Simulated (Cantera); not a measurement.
Input (Python, Cantera):

```python
import numpy as np
import cantera as ct

gas = ct.Solution("gri30.yaml")
gas.TPX = 1075, 1333, {'C2H6': 1, 'N2': 4.3}
reactor = ct.IdealGasConstPressureReactor(gas, energy="off", clone=False)
net = ct.ReactorNet([reactor])
net.rtol, net.atol = 1e-08, 1e-18
show = ['C2H6', 'C2H2', 'CH2', 'C2H', 'CH4', 'HCN']
times = np.geomspace(9e-05, 4, 9)

steps = ct.SolutionArray(gas, extra=["t"])
rows = []
print(f"{'t/s':>10s}{'T/K':>9s}{'P/Pa':>11s}" + "".join(f"{s:>11s}" for s in show))
for t in times:
    while net.time < t:
        t_next = net.step()
        steps.append(gas.state, t=t_next)
    rows.append([np.interp(t, steps.t, y) for y in (steps.T, steps.P, *steps(*show).X.T)])
    print(f"{t:10.3e}{rows[-1][0]:9.1f}{rows[-1][1]:11.4g}" + "".join(f"{x:11.3e}" for x in rows[-1][2:]))
rate = np.gradient(steps.T, steps.t)
print("integrator steps:", len(steps.t))
if steps.T.max() > steps.T[0] + 200:
    print(f"time of steepest temperature rise: {steps.t[rate.argmax()]:.4e} s")
gas.TPX = 1075, 1333, {'C2H6': 1, 'N2': 4.3}
gas.equilibrate("TP")
print(f"equilibrium (TP): T = {gas.T:.1f} K  " + "  ".join(f"{s} {gas[s].X[0]:.3e}" for s in show))
```

Output:

```
       t/s      T/K       P/Pa       C2H6       C2H2        CH2        C2H        CH4        HCN
 9.000e-05   1075.0       1333  1.887e-01  3.510e-20  1.398e-16  5.928e-34  1.249e-09  2.943e-25
 3.429e-04   1075.0       1333  1.887e-01  8.520e-18  5.708e-15  8.930e-30  1.778e-08  1.789e-23
 1.307e-03   1075.0       1333  1.887e-01  5.045e-15  1.350e-13  2.572e-25  2.390e-07  1.200e-20
 4.979e-03   1075.0       1333  1.887e-01  6.813e-12  1.470e-12  1.501e-20  2.665e-06  2.670e-17
 1.897e-02   1075.0       1333  1.885e-01  5.216e-09  8.032e-12  2.301e-16  1.981e-05  1.017e-14
 7.230e-02   1075.0       1333  1.862e-01  1.272e-06  6.508e-11  2.565e-14  1.687e-04  2.223e-13
 2.755e-01   1075.0       1333  1.724e-01  5.543e-05  1.046e-10  2.186e-13  1.250e-03  8.147e-13
 1.050e+00   1075.0       1333  1.257e-01  7.307e-04  9.046e-11  8.789e-13  5.468e-03  1.301e-12
 4.000e+00   1075.0       1333  3.165e-02  5.516e-03  4.930e-11  3.700e-12  1.695e-02  1.703e-12
integrator steps: 791
equilibrium (TP): T = 1075.0 K  C2H6 2.046e-05  C2H2 6.208e-02  CH2 7.141e-14  C2H 9.541e-13  CH4 9.595e-02  HCN 5.777e-02
```

Computed with Cantera and GRI-Mech 3.0 (53 species, 325 reactions). GRI-Mech 3.0 stops at C3 and has no aromatics, soot or wall deposition, so with more carbon than oxygen in the feed, carbon stays in small species such as C2H2 where larger ones or solid carbon would form. Radical loss at walls, strong at low pressure, is not modelled.
